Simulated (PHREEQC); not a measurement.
Solution (25 °C): 0.0039 mol/kgw H3BO3. Closed to the air; pH follows from the charge balance.

Computed with PHREEQC (ion-association model, wateq4f.dat).

No solid was allowed to form.

Predict the pH, ionic strength.

pH 5.82; ionic strength 1.50e-6 mol/kgw.
